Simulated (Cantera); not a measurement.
A perfectly stirred reactor is fed with H₂ : O₂ : N₂ = 1.3 : 1 : 1.7 (molar parts), equivalence ratio 0.65, at 458 Torr; it is held at 1250 K, and followed from long to short residence time.

Cantera simulation using the H2/O2 subset of GRI-Mech 3.0, which has no nitrogen chemistry; the numbers are that mechanism's predictions, not measurements. The temperature is held fixed by assumption; the heat of reaction is taken as removed at once.

Q: What does this change do: temperature 1250 to 1423 K?

A: 
```
quantity                  before     after
----------------------  --------  --------
x(H₂) at τ = 1.20 s     0.000164   8.98e-5
x(O₂) at τ = 1.20 s        0.104     0.104
x(H) at τ = 1.20 s       2.03e-6   2.69e-6
x(H₂O₂) at τ = 1.20 s    5.59e-7   2.57e-7
x(H₂O) at τ = 1.20 s       0.388     0.388
x(H₂) at τ = 20.0 ms     0.00239   0.00136
x(O₂) at τ = 20.0 ms       0.105     0.104
x(H) at τ = 20.0 ms     0.000121  0.000165
x(H₂O₂) at τ = 20.0 ms   3.76e-6   1.57e-6
x(H₂O) at τ = 20.0 ms      0.385     0.385
```
